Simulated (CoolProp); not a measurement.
Values from CoolProp's reference Helmholtz-energy equation of state, Lemmon 2006. It is a short technical equation, of lower accuracy than the large ones.

Task: Give the vapour pressure (kPa), vapour Z, surface tension (mN/m) of saturated acetone at 82.55 °C.

Result: 
```csv
T (°C),p (kPa),vapour Z,surface tension (mN/m)
82.55,232,0.914,15.7
```

Surface tension comes from a separate correlation (Mulero 2012).
